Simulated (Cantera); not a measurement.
A closed system holds: 1 mol V, 1.2 mol NH3, held at 1.00 bar.

Cantera equilibrium calculation (NASA polynomials, part measured and part estimated; ideal gas, pure solids and liquids). Candidate condensed phases: V, VN; 11 gas species. VN: taken at fixed stoichiometry. Condensed phases not in the tables: V2N. Kinetics and transport are ignored. All values below are at 1248 K.

Base state: H2 0.947, N2 0.0526, NH3 3.26e-5 (mole fractions); condensed: VN(s).

Question: What changes in the equilibrium state with this change: NH3 from 1.2 to 1 mol?

Answer: 
| species | before | after |
|---|---|---|
| H2 | 0.947 | 1.00 |
| NH3 | 3.26e-5 | 3.44e-9 |
| N2 | 0.0526 | <1e-9 |
| VN(s), mol | 1.00 | 1.00 |
